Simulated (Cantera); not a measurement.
**Transport properties of process gases**

Gas mixture: NO = 0.57 (molar parts), at 7500 Torr, frozen composition.

Cantera's kinetic-theory transport with the Lennard-Jones parameters of GRI-Mech 3.0, ideal gas; thermal conductivity in the mixture-averaged form. The composition is frozen, though it would react at the higher temperatures.

| T (K) | ρ (kg/m³) | cp (J/kg/K) | μ (µPa s) | λ (mW/m/K) | Pr | D (cm²/s) CH3 | D (cm²/s) CH4 | D (cm²/s) OH |
|---|---|---|---|---|---|---|---|---|
| 400 | 9.02 | 998.6 | 23.1 | 32.4 | 0.712 | 0.0375 | 0.0374 | 0.0524 |
| 650 | 5.55 | 1054 | 32.3 | 48.2 | 0.706 | 0.0866 | 0.0862 | 0.119 |
| 900 | 4.01 | 1114 | 40.1 | 63.0 | 0.708 | 0.150 | 0.149 | 0.206 |
| 1150 | 3.14 | 1153 | 47.0 | 76.7 | 0.707 | 0.226 | 0.225 | 0.309 |
| 1400 | 2.58 | 1181 | 53.4 | 89.4 | 0.706 | 0.314 | 0.312 | 0.428 |
| 1650 | 2.19 | 1202 | 59.4 | 101 | 0.706 | 0.412 | 0.410 | 0.563 |
| 1900 | 1.90 | 1219 | 65.1 | 112 | 0.706 | 0.521 | 0.518 | 0.711 |
| 2150 | 1.68 | 1231 | 70.5 | 123 | 0.706 | 0.639 | 0.636 | 0.872 |
| 2400 | 1.50 | 1240 | 75.7 | 133 | 0.705 | 0.767 | 0.763 | 1.05 |
D: mixture-averaged diffusion coefficient of that species in the mixture.
